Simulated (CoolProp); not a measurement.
The fluid at 298.15 K and 15.1 MPa (liquid) is heated at constant pressure to 341.3 K. The same conditions are run with several fluids, on thermodynamics alone (safety and materials aside).

Model: reference Helmholtz-energy equation of state of each fluid (neopentane: Lemmon 2006; R1233zd(E): Akasaka 2022; R141b: Lemmon 2006; R245fa: Akasaka 2015; the fluoroketone C6F12O (FK-5-1-12): McLinden 2015), in CoolProp.

```
fluid                                heat (kJ/kg)  final density (kg/m³)
-----------------------------------  ------------  ---------------------
neopentane                             (withheld)             (withheld)
R1233zd(E)                             (withheld)             (withheld)
R141b                                        49.8                   1190
R245fa                                       57.0             (withheld)
the fluoroketone C6F12O (FK-5-1-12)    (withheld)                   1560
```

Question: What belongs in the gaps?

Answer: 
- neopentane, heat (kJ/kg): 101
- neopentane, final density (kg/m³): 567
- R1233zd(E), heat (kJ/kg): 51.2
- R1233zd(E), final density (kg/m³): 1210
- R245fa, final density (kg/m³): 1280
- the fluoroketone C6F12O (FK-5-1-12), heat (kJ/kg): 47.0
